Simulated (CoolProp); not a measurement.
Vapour-liquid equilibrium of n-octane (1) + ethylbenzene (2) at 396.9 K; x and y are mole fractions of (1).

Model: multi-fluid Helmholtz-energy mixture model, Beckmüller 2019 and Zhou 2012; pair parameters Bell 2016, in CoolProp.

```
x     bubble pressure, mixture model (kPa)  bubble pressure, Raoult's law (kPa)  y, mixture model  y, Raoult's law
----  ------------------------------------  -----------------------------------  ----------------  ---------------
0.05                                 74.10                                72.93             0.079            0.066
0.15                                 78.34                                75.37             0.215            0.191
0.25                                 81.96                                77.81             0.330            0.309
0.35                                 85.06                                80.25             0.432            0.419
0.45                                 87.72                                82.69             0.524            0.523
0.55                                 89.99                                85.13             0.612            0.621
0.65                                 91.92                                87.57             0.696            0.713
0.75                                 93.52                                90.01             0.780            0.801
0.85                                 94.81                                92.45             0.865            0.884
0.95                                 95.76                                94.89             0.954            0.962
```

The largest gap from Raoult's law is +6.1 % in bubble pressure, at x = 0.45. No azeotrope shows between x = 0.05 and 0.95.

Pair parameters are fitted to limited data, so mixtures are less certain than the pure fluids.
